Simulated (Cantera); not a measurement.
Input: 1 mol Si, 5.5 mol HBr, 82 mol H2, at 2.50 Pa.

Cantera equilibrium calculation (NASA polynomials, part measured and part estimated; ideal gas, pure solids and liquids). Candidate condensed phases: Br2, Si; 19 gas species. Kinetics and transport are ignored.

**Question.** Which condensed phases are stable at each of these points (T (°C)): 202, 252, 302, 352, 402, 452, 502, 552, 602, 652, 702, 752, 802, 852?

**Answer.** 
```tsv
T (°C)	condensed phases	Si condensed (%)
202	gas only	0.0
252	gas only	0.0
302	gas only	0.0
352	gas only	0.0
402	gas only	0.0
452	gas only	0.0
502	Si(s)	2.2
552	Si(s)	27.8
602	Si(s)	53.2
652	Si(s)	66.9
702	Si(s)	68.9
752	Si(s)	66.9
802	Si(s)	64.1
852	Si(s)	61.5
```

From 202 °C to 452 °C nothing is condensed. From 502 °C to 852 °C the condensed part is Si(s).
